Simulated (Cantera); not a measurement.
Charge: 1 mol Si(CH3)4, 0.49 mol C3H8, 7.2 mol H2, held at 2.00 mbar.

Cantera equilibrium calculation (NASA polynomials, part measured and part estimated; ideal gas, pure solids and liquids). Candidate condensed phases: C, C6H6, C7H8, C8H18, Si, SiC; 87 gas species. Gases not in the tables: Si2H6 and higher silanes. The numbers say what is thermodynamically allowed, not how fast it happens.

Over these rows the condensed part is C(graphite) + SiC(s). Partial pressures as log10 of bar:

```tsv
T (K)	1000/T (1/K)	log p C2H2 (acetylene)	log p H2
1348	0.7418	-8.62	-2.70
1498	0.6676	?	-2.70
1648	0.6068	-7.05	-2.70
1798	0.5562	-6.47	-2.70
1948	0.5133	-5.98	-2.71
2098	0.4766	-5.58	-2.73
```

Question: Fit log p(C2H2 (acetylene)) = a + b·(1000/T) to the five rows, give the apparent enthalpy, and predict the row at 1498 K.

Answer: Means: 1000/T = 0.5789, log p = -6.740. Sxy = -0.489554, Sxx = 0.0425988, so b = -11.49 and a = -6.740 − (-11.49)×0.5789 = -0.09.
Apparent enthalpy: −19.145 × (-11.49) = 220 kJ/mol. With the condensed phases at unit activity, 2 C(graphite) + H2(g) = C2H2 (acetylene)(g) links this pressure to the main gases: over the six rows their terms move log p by -0.03 in all, so the slope is close to that reaction's ΔH°. The five rows lie within 0.01 of the line.
Prediction at 1498 K: -0.09 + (-11.49)×0.6676 = -7.76. The computed value is -7.75, 0.01 from the line.
